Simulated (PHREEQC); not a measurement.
Dissolve 0.0084 mol MgSO4 and 0.3 mol NH4HCO3 per kg of water at 25 °C. Closed to the air; pH follows from the charge balance.

Computed with PHREEQC (ion-association model, phreeqc.dat).

Each row changes one thing in this solution. This is a speciation only: nothing precipitates in the calculation.

| case | pH | ionic strength (mol/kgw) | SO4-2 (mol/kgw) | Mg+2 (mol/kgw) | MgSO4 (mol/kgw) | MgOH+ (mol/kgw) |
|---|---|---|---|---|---|---|
| as made | 7.74 | 0.312 | 0.00450 | 0.00362 | 0.000275 | 3.01e-7 |
| diluted 5-fold with water | 7.76 | 0.0636 | 0.00123 | 0.00118 | 6.59e-5 | 1.36e-7 |
| temperature from 25 to 15 °C | 7.89 | 0.314 | 0.00448 | 0.00367 | 0.000220 | 1.74e-7 |
| NH4HCO3 left out | 6.88 | 0.0233 | 0.00583 | 0.00583 | 0.00257 | 1.07e-7 |
| MgSO4 from 0.0084 to 0.0168 mol/kgw | 7.72 | 0.328 | 0.00886 | 0.00713 | 0.00103 | 5.71e-7 |
| temperature from 25 to 10 °C | 7.98 | 0.315 | 0.00447 | 0.00368 | 0.000194 | 1.30e-7 |
| MgSO4 from 0.0084 to 0.0042 mol/kgw | 7.75 | 0.304 | 0.00227 | 0.00183 | 7.09e-5 | 1.55e-7 |

Complexes and solids missing from the database can't appear. Carbamate, which ammonia and carbonate form, is missing from the database. At this temperature some constants are extrapolated from 25 °C, and those without enthalpy data are left unchanged.
